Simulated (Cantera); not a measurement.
Feed: 1 mol SiC, 0.017 mol C, 0.25 mol N2, equilibrated at 2075 K.

Cantera equilibrium calculation (NASA polynomials, part measured and part estimated; ideal gas, pure solids and liquids). Candidate condensed phases: C, Si, SiC, Si3N4; 20 gas species. Equilibrium is a limit: real reactors are often held back by kinetics, nucleation or transport.

Task: What share of the Si ends up in condensed phases as a function of P (Pa), at 1, 16, 250, 4000, 63000, 1000000?

Result: 
```json
[
 {"P (Pa)": "1", "Si condensed (%)": "0.0", "as": "-"},
 {"P (Pa)": "16", "Si condensed (%)": "98.6", "as": "SiC(s)"},
 {"P (Pa)": "250", "Si condensed (%)": "99.9", "as": "SiC(s)"},
 {"P (Pa)": "4000", "Si condensed (%)": "100.0", "as": "SiC(s)"},
 {"P (Pa)": "63000", "Si condensed (%)": "100.0", "as": "SiC(s)"},
 {"P (Pa)": "1000000", "Si condensed (%)": "100.0", "as": "SiC(s)"}
]
```
